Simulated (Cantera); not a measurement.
Input (Python, Cantera) and output of one run.

```python
import numpy as np
import cantera as ct

gas_names = [...]  # 87 gases of nasa_gas.yaml made of C, H, Si
cond_names = """
    C(gr) C6H6(L) C7H8(L) C8H18(L),n-octa Si(cr) Si(L) SiC(b)
""".split()


# ... load() reads the species with a 1 bar reference pressure and builds the phases ...
atoms = {
    'CH3SiH3': {'C': 1, 'H': 6, 'Si': 1},
    'H2': {'H': 2},
}
top_T = {'C(gr)': 4500, 'SiC(b)': 3050}  # K; cautious upper limits of use, not melting points


# ... equilibrate(T, P, feed) seeds the gas with the atoms and calls Mixture.equilibrate('TP', solver="vcs", rtol=1e-11, max_steps=5000) ...
results = []
feed = {'CH3SiH3': 1, 'H2': 110}  # mol
P = 10000  # Pa
for T in [2073, 2148, 2223, 2298, 2373, 2448, 2523]:
    mix = equilibrate(T, P, feed)
    results.append((T, P, feed, dict(zip(mix.species_names, mix.species_moles))))

top = {s: max(r[3][s] / sum(r[3][g] for g in gas_names) for r in results) for s in gas_names}
cols = sorted((s for s in top if top[s] > 1e-06), key=lambda s: -top[s])[:5]
seen = [c for c in cond_names if any(r[3].get(c, 0) > 1e-12 for r in results)]
print("log10 of partial pressures in bar; condensed amounts in mol")
print(f"{'T/K':>10s}" + "".join(f"{s[:9]:>10s}" for s in cols + seen))
for T, P, feed, n in results:
    ng = sum(n[g] for g in gas_names)
    print(f"{T:10.4g}" + "".join(f"{np.log10(max(n[s] / ng * P / 1e5, 1e-99)):10.3f}" for s in cols)
          + "".join(f"{n.get(c, 0):10.4g}" for c in seen))
```

Output:

```
log10 of partial pressures in bar; condensed amounts in mol
       T/K        H2         H        Si C2H2,acet      SiC2    SiC(b)
      2073    -1.004    -3.082    -4.677    -4.861    -6.863     0.966
      2148    -1.006    -2.883    -4.307    -4.505    -6.193    0.9228
      2223    -1.010    -2.698    -3.963    -4.174    -5.570    0.8305
      2298    -1.015    -2.526    -3.643    -3.866    -4.988    0.6385
      2373    -1.023    -2.366    -3.343    -3.580    -4.443    0.2465
      2448    -1.032    -2.217    -3.205    -3.469    -4.231         0
      2523    -1.043    -2.078    -3.179    -3.464    -4.233         0
```

Equilibrium computed with Cantera from the NASA thermochemical tables; the gas is ideal and each condensed phase is pure. The feed counts by its element totals alone. Gases not in the tables: Si2H6 and higher silanes.
